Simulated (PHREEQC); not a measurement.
Consider water at 20 °C with 0.059 mol/kgw K2CO3 and 0.0013 mol/kgw Al(NO3)3. Closed to the air; pH follows from the charge balance.

The numbers come from PHREEQC with the ion-association model, phreeqc.dat.

This is a speciation only: nothing precipitates in the calculation.

### Question
Estimate the pH, specific conductance, density.

### Answer
pH 10.96; specific conductance 11000 µS/cm; density 1.006 g/cm³.

### Question
In which forms is C present?

### Answer
CO3-2 90 %, HCO3- 10 % of the C.

Saturation is exceeded, for instance for Gibbsite (slow to form); the values hold only as long as no solid forms. Species that the database lacks are ignored.
